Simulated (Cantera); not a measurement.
Charge: 1 mol C, 0.38 mol H2O, 1.3 mol N2, at 0.100 bar.

Cantera equilibrium calculation (NASA polynomials, part measured and part estimated; ideal gas, pure solids and liquids). Candidate condensed phases: C, C6H6, C7H8, C8H18, H2O; 136 gas species. Kinetics and transport are ignored.

log p: log10 of the partial pressure in bar; n: condensed amount in mol.

| T (°C) | log p N2 | log p CO | log p H2 | log p H | log p HCN | n C(graphite) |
|---|---|---|---|---|---|---|
| 1675 | -1.20 | -1.73 | -1.74 | -3.82 | -3.39 | 0.611 |
| 1725 | -1.20 | -1.73 | -1.74 | -3.67 | -3.31 | 0.609 |
| 1775 | -1.20 | -1.73 | -1.75 | -3.52 | -3.23 | 0.606 |
| 1825 | -1.20 | -1.73 | -1.75 | -3.39 | -3.15 | 0.603 |
| 1875 | -1.20 | -1.74 | -1.75 | -3.26 | -3.07 | 0.600 |
| 1925 | -1.21 | -1.74 | -1.76 | ___ | ___ | 0.596 |
| 1975 | -1.21 | -1.74 | -1.76 | -3.02 | -2.94 | 0.592 |
| 2025 | -1.21 | -1.74 | -1.77 | -2.90 | -2.88 | 0.587 |
| 2075 | -1.21 | -1.74 | -1.78 | -2.80 | -2.82 | 0.582 |
| 2125 | -1.21 | -1.74 | -1.79 | ___ | -2.77 | 0.576 |
| 2175 | -1.21 | -1.74 | -1.80 | -2.60 | -2.72 | 0.569 |
| 2225 | -1.22 | -1.74 | -1.82 | -2.51 | -2.67 | 0.562 |

What belongs in the gaps?


- 1925, log p H: -3.13
- 1925, log p HCN: -3.01
- 2125, log p H: -2.70
